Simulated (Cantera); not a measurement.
Standard-state values (1 bar) from the NASA 1993 polynomials, evaluated with Cantera. Values are per mole of reaction as written; species without (g) are pure solids or liquids, kept so even where they would boil at 1 bar.

### Question
Between 2023 and 2773 K, where is each reaction favourable under standard conditions?
- 3 H2O2(g) + 8 TiO(g) = 2 Ti4O7 + 3 H2(g)
- 3 Ti + 10 OH(g) = Ti3O5 + 5 H2O(g)

### Answer
- 3 H2O2(g) + 8 TiO(g) = 2 Ti4O7 + 3 H2(g): ΔG° is -3618 kJ at 2023 K and -2755 kJ at 2773 K; it stays negative (K > 1). ΔH° is -5824 kJ and ΔS° -1107 J/K at 2773 K.
- 3 Ti + 10 OH(g) = Ti3O5 + 5 H2O(g): ΔG° is -2350 kJ at 2023 K and -1776 kJ at 2773 K; it stays negative (K > 1). ΔH° is -3872 kJ and ΔS° -756 J/K at 2773 K.
